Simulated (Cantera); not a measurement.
What does this Cantera script print?

```python
import numpy as np
import cantera as ct

gas_names = """
    F FO FO2 F2 F2O N NF NF2 NF3 NO NO2 NO3 N2 N2O O O2 O3
""".split()
cond_names = """

""".split()


# ... load() reads the species with a 1 bar reference pressure and builds the phases ...
atoms = {
    'NF3': {'N': 1, 'F': 3},
    'O2': {'O': 2},
}
top_T = {}  # K; cautious upper limits of use, not melting points


# ... equilibrate(T, P, feed) seeds the gas with the atoms and calls Mixture.equilibrate('TP', solver="vcs", rtol=1e-11, max_steps=5000) ...
results = []
feed = {'NF3': 1, 'O2': 0.017}  # mol
T = 3023.15  # K
P = 10000  # Pa
mix = equilibrate(T, P, feed)
results.append((T, P, feed, dict(zip(mix.species_names, mix.species_moles))))
x = sorted(zip(gas.X, gas.species_names), reverse=True)
print(f"T = {T:g} K  P = {P:g} Pa  gas = {mix.phase_moles(0):.4g} mol")
print("   x: " + "  ".join(f"{s} {v:.3e}" for v, s in x if v > 0.001))
print("   condensed (mol): " + ("  ".join(f"{mix.phase(i).name} {mix.phase_moles(i):.4g}"
      for i in range(1, mix.n_phases) if mix.phase_moles(i) > 1e-12) or "none"))
```

Result:

```
T = 3023.15 K  P = 10000 Pa  gas = 3.531 mol
   x: F 8.496e-01  N2 1.411e-01  O 7.876e-03
   condensed (mol): none
```

Cantera equilibrium calculation (NASA polynomials, part measured and part estimated; ideal gas, pure solids and liquids).
